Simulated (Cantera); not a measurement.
**Premixed flame**

A freely propagating, adiabatic, planar premixed flame of 40.3 % H2, 12.6 % O2, 47.1 % N2, equivalence ratio 1.6, unburnt at 700 K and 3.36 atm; unity-Lewis-number transport, grid criteria slope 0.08 and curve 0.16, no radiation.

Cantera simulation using the H2/O2 subset of GRI-Mech 3.0, which has no nitrogen chemistry; the numbers are that mechanism's predictions, not measurements. The hydrogen kinetics of GRI-Mech 3.0 are dated; newer H2 mechanisms differ, most at raised pressure. Unity Lewis numbers drop preferential diffusion, which matters most where H2 and H carry the flame. Burning velocities carry a grid error of a few per cent, more on coarse grids.

```json
[
 {"z (mm)": "-0.253", "T (K)": "700", "u (m/s)": "7.97", "x H2": "0.403", "x O2": "0.126", "x H2O": "1.15e-7", "x HO2": "<1e-8", "x H": "<1e-8", "x H2O2": "<1e-8"},
 {"z (mm)": "-0.169", "T (K)": "700", "u (m/s)": "7.97", "x H2": "0.403", "x O2": "0.126", "x H2O": "2.12e-6", "x HO2": "1.38e-7", "x H": "<1e-8", "x H2O2": "<1e-8"},
 {"z (mm)": "-0.127", "T (K)": "700", "u (m/s)": "7.98", "x H2": "0.403", "x O2": "0.126", "x H2O": "1.60e-5", "x HO2": "1.04e-6", "x H": "<1e-8", "x H2O2": "2.47e-8"},
 {"z (mm)": "-0.0844", "T (K)": "702", "u (m/s)": "7.99", "x H2": "0.403", "x O2": "0.126", "x H2O": "0.000218", "x HO2": "1.41e-5", "x H": "3.78e-8", "x H2O2": "3.30e-7"},
 {"z (mm)": "-0.0422", "T (K)": "761", "u (m/s)": "8.63", "x H2": "0.396", "x O2": "0.122", "x H2O": "0.00781", "x HO2": "0.000335", "x H": "0.000150", "x H2O2": "7.56e-6"},
 {"z (mm)": "-0.0211", "T (K)": "1026", "u (m/s)": "11.4", "x H2": "0.359", "x O2": "0.103", "x H2O": "0.0484", "x HO2": "0.000359", "x H": "0.00630", "x H2O2": "1.30e-5"},
 {"z (mm)": "0", "T (K)": "1457", "u (m/s)": "15.8", "x H2": "0.253", "x O2": "0.0553", "x H2O": "0.146", "x HO2": "0.000145", "x H": "0.0437", "x H2O2": "4.87e-6"},
 {"z (mm)": "0.0211", "T (K)": "1741", "u (m/s)": "18.5", "x H2": "0.170", "x O2": "0.0181", "x H2O": "0.220", "x HO2": "4.27e-5", "x H": "0.0749", "x H2O2": "2.23e-6"},
 {"z (mm)": "0.0422", "T (K)": "1886", "u (m/s)": "19.9", "x H2": "0.149", "x O2": "0.00673", "x H2O": "0.243", "x HO2": "1.49e-5", "x H": "0.0753", "x H2O2": "1.42e-6"},
 {"z (mm)": "0.0844", "T (K)": "2038", "u (m/s)": "21.2", "x H2": "0.150", "x O2": "0.00276", "x H2O": "0.255", "x HO2": "5.96e-6", "x H": "0.0614", "x H2O2": "7.87e-7"},
 {"z (mm)": "0.169", "T (K)": "2182", "u (m/s)": "22.4", "x H2": "0.156", "x O2": "0.00151", "x H2O": "0.263", "x HO2": "3.22e-6", "x H": "0.0443", "x H2O2": "4.30e-7"},
 {"z (mm)": "0.338", "T (K)": "2302", "u (m/s)": "23.4", "x H2": "0.161", "x O2": "0.000768", "x H2O": "0.271", "x HO2": "1.66e-6", "x H": "0.0301", "x H2O2": "2.47e-7"},
 {"z (mm)": "0.675", "T (K)": "2393", "u (m/s)": "24.2", "x H2": "0.165", "x O2": "0.000336", "x H2O": "0.277", "x HO2": "7.29e-7", "x H": "0.0193", "x H2O2": "1.39e-7"}
]
```
x: mole fraction of selected species; z is measured from the peak of heat release.

```
Item                         Result
------------------------  ---------
laminar burning velocity   797 cm/s
thermal thickness         0.0844 mm
peak x(HO2)                0.000449
peak x(H)                    0.0774
peak x(H2O2)                1.34e-5
grid points                     120
```
